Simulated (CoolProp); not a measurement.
A closed Brayton cycle with carbon dioxide: compressor inlet 309.15 K and 8.1 MPa, high pressure 23.5 MPa, turbine inlet 790 K, compressor efficiency 0.85, turbine efficiency 0.9, recuperator effectiveness 0.8 (on enthalpy, no pinch check). Each further row changes one setting.

Values from CoolProp's reference Helmholtz-energy equation of state, Span 1996.

```csv
case,thermal efficiency (%),net work (kJ/kg),compressor to turbine work,compressor exit (K),turbine exit (K)
as stated,30.5,96.6,0.27,367.4,666.5
turbine inlet 740 K,29.3,86.8,0.29,367.4,621.0
compressor inlet 319.15 K,___,80.5,0.39,404.2,666.5
high pressure 20 MPa,28.5,___,0.25,358.3,684.7
recuperator effectiveness 0.5,___,96.6,0.27,367.4,666.5
```

Question: Fill in the missing entries.

Answer: 
- compressor inlet 319.15 K, thermal efficiency (%): 29.1
- high pressure 20 MPa, net work (kJ/kg): 85.2
- recuperator effectiveness 0.5, thermal efficiency (%): 22.9
